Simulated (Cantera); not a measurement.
An adiabatic, constant-pressure homogeneous reactor starts with CH₄ : C₂H₆ : C₃H₈ : O₂ : N₂ : H₂O = 1 : 0.26 : 0.3 : 2 : 7.54 : 0.28 (molar parts), equivalence ratio 2.2, at 1500 K and 1000000 Pa.

Computed with Cantera and GRI-Mech 3.0 (53 species, 325 reactions). GRI-Mech 3.0 was tuned for natural gas; its chemistry of propane as a main component is partial and can be far from experiment.

Predict: time of steepest temperature rise; temperature at 0.300 s; equilibrium temperature; x(CH₄) at 0.300 s; x(H) at 0.300 s.


| Property | Result |
|---|---|
| time of steepest temperature rise | 27.6 µs |
| temperature at 0.300 s | 2455 K |
| equilibrium temperature | 2455 K |
| x(CH₄) at 0.300 s | 3.19e-9 (gas-phase equilibrium 3.59e-9) |
| x(H) at 0.300 s | 0.00280 (gas-phase equilibrium 0.00280) |
